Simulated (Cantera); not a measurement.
A closed system holds: 1 mol SiHCl3, 6.3 mol N2, 0.87 mol H2, at 775 K and 0.520 bar.

Method: chemical equilibrium by Gibbs-energy minimisation in Cantera with the NASA 1993 tables (ideal gas, pure condensed phases). Candidate condensed phases: NH4Cl, Si, Si3N4; 28 gas species. N2 is the only nitrogen source here; it is nearly inert below about 1500 K, so the nitride shown seldom forms there in practice. The numbers say what is thermodynamically allowed, not how fast it happens.

Base state: N2 0.710, HCl 0.145, H2 0.0915, SiCl4 0.0535, NH3 4.70e-5, SiHCl3 2.19e-5 (mole fractions); condensed: Si3N4(s).

Problem. What changes in the equilibrium state with this change: temperature from 775 K to 1448.15 K?

Solution. 
| species | before | after |
|---|---|---|
| N2 | 0.710 | 0.697 |
| HCl | 0.145 | 0.197 |
| H2 | 0.0915 | 0.0637 |
| SiCl4 | 0.0535 | 0.0344 |
| SiCl2 | <1e-9 | 0.00238 |
| SiCl3 | 4.13e-8 | 0.00472 |
| NH3 | 4.70e-5 | 5.08e-7 |
| SiHCl3 | 2.19e-5 | 0.000952 |
| Si3N4(s), mol | 0.184 | 0.214 |
The tables' values for SiCl3 are old estimates; treat these amounts as uncertain.

Problem. What changes in the equilibrium state with this change: temperature from 775 K to 1450 K?

Solution. 
```tsv
species	before	after
N2	0.710	0.697
HCl	0.145	0.197
H2	0.0915	0.0637
SiCl4	0.0535	0.0343
SiCl2	<1e-9	0.00245
SiCl3	4.13e-8	0.00480
NH3	4.70e-5	5.05e-7
SiHCl3	2.19e-5	0.000955
Si3N4(s), mol	0.184	0.214
```
The tables' values for SiCl3 are old estimates; treat these amounts as uncertain.
